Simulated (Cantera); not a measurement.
Cantera run:

```python
import numpy as np
import cantera as ct

gas_names = [...]  # 151 gases of nasa_gas.yaml made of C, H, N, O, Si
cond_names = """
    C(gr) C6H6(L) C7H8(L) C8H18(L),n-octa H2O(s) H2O(L) Si(cr) Si(L) SiC(b) SiO2(Lqz) SiO2(hqz) SiO2(L)
    Si2N2O(s) Si3N4(a)
""".split()


# ... load() reads the species with a 1 bar reference pressure and builds the phases ...
atoms = {
    'HMDSO': {'Si': 2, 'C': 6, 'H': 18, 'O': 1},
    'CO2': {'C': 1, 'O': 2},
    'N2': {'N': 2},
}
top_T = {'C(gr)': 4500, 'SiC(b)': 3050, 'Si2N2O(s)': 2100, 'Si3N4(a)': 2400}  # K; cautious upper limits of use, not melting points


# ... equilibrate(T, P, feed) seeds the gas with the atoms and calls Mixture.equilibrate('TP', solver="vcs", rtol=1e-11, max_steps=5000) ...
results = []
T = 1450  # K
P = 11  # Pa
for m in [8.7, 11, 14, 18, 23, 30, 38, 49, 62, 79, 100]:
    feed = {'HMDSO': 1, 'CO2': 0.71, 'N2': m}  # mol
    mix = equilibrate(T, P, feed)
    results.append((T, P, feed, dict(zip(mix.species_names, mix.species_moles))))

top = {s: max(r[3][s] / sum(r[3][g] for g in gas_names) for r in results) for s in gas_names}
cols = sorted((s for s in top if top[s] > 1e-06), key=lambda s: -top[s])[:8]
seen = [c for c in cond_names if any(r[3].get(c, 0) > 1e-12 for r in results)]
print("log10 of partial pressures in bar; condensed amounts in mol")
print(f"{'n(N2)':>10s}" + "".join(f"{s[:9]:>10s}" for s in cols + seen))
for T, P, feed, n in results:
    ng = sum(n[g] for g in gas_names)
    print(f"{feed['N2']:10.4g}" + "".join(f"{np.log10(max(n[s] / ng * P / 1e5, 1e-99)):10.3f}" for s in cols)
          + "".join(f"{n.get(c, 0):10.4g}" for c in seen))
```

Output:

```
log10 of partial pressures in bar; condensed amounts in mol
     n(N2)        N2        H2        CO         H       HCN       SiO       HNC C2H2,acet     C(gr)    SiC(b)
       8.7    -4.323    -4.309    -4.879    -7.179    -7.450    -7.681    -9.296    -9.621     2.291     1.996
        11    -4.268    -4.356    -4.926    -7.202    -7.446    -7.728    -9.292    -9.668      2.29     1.996
        14    -4.218    -4.410    -4.981    -7.229    -7.448    -7.783    -9.294    -9.722     2.289     1.996
        18    -4.172    -4.474    -5.044    -7.261    -7.457    -7.846    -9.303    -9.786     2.288     1.996
        23    -4.134    -4.542    -5.112    -7.295    -7.472    -7.914    -9.318    -9.854     2.287     1.996
        30    -4.099    -4.622    -5.193    -7.335    -7.495    -7.995    -9.341    -9.934     2.285     1.996
        38    -4.073    -4.699    -5.269    -7.374    -7.520    -8.071    -9.366   -10.011     2.284     1.996
        49    -4.050    -4.787    -5.357    -7.417    -7.552    -8.159    -9.398   -10.098     2.282     1.996
        62    -4.032    -4.871    -5.441    -7.460    -7.586    -8.243    -9.432   -10.183      2.28     1.996
        79    -4.017    -4.962    -5.532    -7.505    -7.624    -8.334    -9.469   -10.274     2.278     1.996
       100    -4.006    -5.053    -5.622    -7.551    -7.663    -8.424    -9.509   -10.365     2.275     1.996
```

These are equilibrium values from Cantera (NASA tables, ideal gas, pure condensed phases), not measurements of a reactor. The feed counts by its element totals alone.
